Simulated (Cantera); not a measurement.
Input (Python, Cantera) and output of one run.

```python
import numpy as np
import cantera as ct

gas_names = """
    CL CL2 H HCL H2 Si SiCL SiCL2 SiCL3 SiCL4 SiH SiHCL3 SiH2 SiH2CL2 SiH3 SiH3CL SiH4 Si2 Si3
""".split()
cond_names = """
    Si(cr) Si(L)
""".split()


# ... load() reads the species with a 1 bar reference pressure and builds the phases ...
atoms = {
    'SiHCl3': {'Si': 1, 'H': 1, 'CL': 3},
    'HCl': {'H': 1, 'CL': 1},
    'H2': {'H': 2},
}
top_T = {}  # K; cautious upper limits of use, not melting points


# ... equilibrate(T, P, feed) seeds the gas with the atoms and calls Mixture.equilibrate('TP', solver="vcs", rtol=1e-11, max_steps=5000) ...
results = []
feed = {'SiHCl3': 1, 'HCl': 0.7, 'H2': 52}  # mol
T = 1350  # K
P = 13332.2  # Pa
mix = equilibrate(T, P, feed)
results.append((T, P, feed, dict(zip(mix.species_names, mix.species_moles))))
print(gas.report(threshold=0.0001))
for i in range(1, mix.n_phases):
    print(f"{mix.phase(i).name:16s} {mix.phase_moles(i):12.5e} mol")
```

Output:

```
       temperature   1350 K
          pressure   13332 Pa
           density   0.0054669 kg/m^3
  mean mol. weight   4.6027 kg/kmol
   phase of matter   gas

                          1 kg             1 kmol
                     ---------------   ---------------
          enthalpy        5.5029e+06        2.5328e+07  J
   internal energy        3.0642e+06        1.4103e+07  J
           entropy             43219        1.9892e+05  J/K
    Gibbs function       -5.2843e+07       -2.4322e+08  J
 heat capacity c_p            6981.6             32134  J/K
 heat capacity c_v            5175.2             23820  J/K

                      mass frac. Y      mole frac. X     chem. pot. / RT
                     ---------------   ---------------   ---------------
               HCL           0.37518          0.047365           -38.381
                H2           0.41337           0.94375           -20.374
             SiCL2           0.14374         0.0066838           -60.718
             SiCL3          0.025421        0.00087036           -88.912
             SiCL4          0.020867        0.00056534           -117.11
            SiHCL3          0.018983        0.00064508           -99.099
           SiH2CL2         0.0023556        0.00010735           -81.092
     [  +12 minor]         7.983e-05        1.2038e-05

Si(cr)            5.15257e-01 mol
```

These are equilibrium values from Cantera (NASA tables, ideal gas, pure condensed phases), not measurements of a reactor. The tables' values for SiCl3 are old estimates; treat these amounts as uncertain.
